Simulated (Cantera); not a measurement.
Input: 1 mol toluene, 0.064 mol H2O, 13 mol H2, equilibrated at 0.100 bar.

These are equilibrium values from Cantera (NASA tables, ideal gas, pure condensed phases), not measurements of a reactor. Candidate condensed phases: C, C6H6, C7H8, C8H18, H2O; 110 gas species. The numbers say what is thermodynamically allowed, not how fast it happens.

log p: log10 of the partial pressure in bar; n: condensed amount in mol.

```tsv
T (°C)	log p H2	log p H	log p C2H2 (acetylene)	log p CO	log p CH4	log p C2H	log p C4H2	n C(graphite)
1227	-1.00	-5.26	-6.05	-3.43	-4.59	<-13	-11.51	6.93
1377	-1.00	…	…	-3.43	…	…	…	6.93
1527	-1.00	-3.95	-4.76	-3.43	-5.12	-9.76	-8.92	6.93
1677	-1.00	-3.44	-4.27	-3.43	-5.32	-8.51	-7.93	6.92
1827	-1.01	…	…	-3.43	…	…	…	6.89
1977	-1.01	-2.64	-3.49	-3.43	-5.65	-6.51	-6.35	6.82
2127	-1.03	-2.31	-3.18	-3.44	-5.80	-5.71	-5.73	6.70
2277	-1.05	-2.03	-2.93	-3.45	-5.96	-5.01	-5.19	6.50
```

Question: Fill in the missing entries.

Answer: 
- 1377, log p H: -4.54
- 1377, log p C2H2 (acetylene): -5.34
- 1377, log p CH4: -4.88
- 1377, log p C2H: -11.24
- 1377, log p C4H2: -10.09
- 1827, log p H: -3.01
- 1827, log p C2H2 (acetylene): -3.85
- 1827, log p CH4: -5.49
- 1827, log p C2H: -7.44
- 1827, log p C4H2: -7.08
